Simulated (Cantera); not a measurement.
A closed system holds: 1 mol Si(CH3)4, 0.3 mol CH4, 1000 mol H2, held at 1475 °C and 1.00 bar.

Equilibrium computed with Cantera from the NASA thermochemical tables; the gas is ideal and each condensed phase is pure. Equilibrium is a limit: real reactors are often held back by kinetics, nucleation or transport.

```
species             before    after
----------------  --------  -------
H2                   0.999    0.998
CH4               0.000917  0.00229
H                 0.000229  2.31e-5
C2H2 (acetylene)  0.000113  1.18e-5
C(graphite), mol      2.14    0.969
SiC(s), mol          1.000    1.000
```
Gas species are given as mole fractions.

Question: Name the change that produced these shifts.
A. pressure from 1.00 bar to 7.80 mbar
B. temperature from 1475 °C to 1977 °C
C. temperature from 1475 °C to 725 °C
D. temperature from 1475 °C to 1250 °C

Answer: D, temperature from 1475 °C to 1250 °C
